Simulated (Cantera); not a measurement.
Input (Python, Cantera):

```python
import numpy as np
import cantera as ct

gas = ct.Solution("gri30.yaml")
gas.TPX = 1900, 4400, {'NO': 1, 'N2': 0.11}
reactor = ct.IdealGasConstPressureReactor(gas, energy="off", clone=False)
net = ct.ReactorNet([reactor])
net.rtol, net.atol = 1e-08, 1e-18
show = ['NO', 'N2O', 'O', 'N2', 'O2']
times = np.geomspace(3e-06, 3, 13)

steps = ct.SolutionArray(gas, extra=["t"])
rows = []
print(f"{'t/s':>10s}{'T/K':>9s}{'P/Pa':>11s}" + "".join(f"{s:>11s}" for s in show))
for t in times:
    while net.time < t:
        t_next = net.step()
        steps.append(gas.state, t=t_next)
    rows.append([np.interp(t, steps.t, y) for y in (steps.T, steps.P, *steps(*show).X.T)])
    print(f"{t:10.3e}{rows[-1][0]:9.1f}{rows[-1][1]:11.4g}" + "".join(f"{x:11.3e}" for x in rows[-1][2:]))
rate = np.gradient(steps.T, steps.t)
print("integrator steps:", len(steps.t))
if steps.T.max() > steps.T[0] + 200:
    print(f"time of steepest temperature rise: {steps.t[rate.argmax()]:.4e} s")
gas.TPX = 1900, 4400, {'NO': 1, 'N2': 0.11}
gas.equilibrate("TP")
print(f"equilibrium (TP): T = {gas.T:.1f} K  " + "  ".join(f"{s} {gas[s].X[0]:.3e}" for s in show))
```

Result:

```
       t/s      T/K       P/Pa         NO        N2O          O         N2         O2
 3.000e-06   1900.0       4400  9.009e-01  5.795e-08  5.794e-08  9.910e-02  3.163e-12
 9.487e-06   1900.0       4400  9.009e-01  1.832e-07  1.832e-07  9.910e-02  3.150e-11
 3.000e-05   1900.0       4400  9.009e-01  5.791e-07  5.785e-07  9.910e-02  3.144e-10
 9.487e-05   1900.0       4400  9.009e-01  1.828e-06  1.822e-06  9.910e-02  3.137e-09
 3.000e-04   1900.0       4400  9.009e-01  5.748e-06  5.694e-06  9.910e-02  3.120e-08
 9.487e-04   1900.0       4400  9.009e-01  1.786e-05  1.743e-05  9.910e-02  3.124e-07
 3.000e-03   1900.0       4400  9.008e-01  5.338e-05  5.113e-05  9.911e-02  3.427e-06
 9.487e-03   1900.0       4400  9.005e-01  1.409e-04  1.324e-04  9.917e-02  4.872e-05
 3.000e-02   1900.0       4400  8.994e-01  2.643e-04  2.014e-04  9.956e-02  4.546e-04
 9.487e-02   1900.0       4400  8.961e-01  3.041e-04  2.212e-04  1.012e-01  2.093e-03
 3.000e-01   1900.0       4400  8.854e-01  2.927e-04  2.469e-04  1.065e-01  7.415e-03
 9.487e-01   1900.0       4400  8.512e-01  2.598e-04  3.129e-04  1.237e-01  2.447e-02
 3.000e+00   1900.0       4400  7.445e-01  1.831e-04  4.552e-04  1.770e-01  7.767e-02
integrator steps: 535
equilibrium (TP): T = 1900.0 K  NO 6.985e-03  N2O 6.920e-08  O 9.557e-04  N2 5.458e-01  O2 4.463e-01
```

Cantera simulation using GRI-Mech 3.0 (53 species, 325 reactions); the numbers are that mechanism's predictions, not measurements. Radical loss at walls, strong at low pressure, is not modelled.
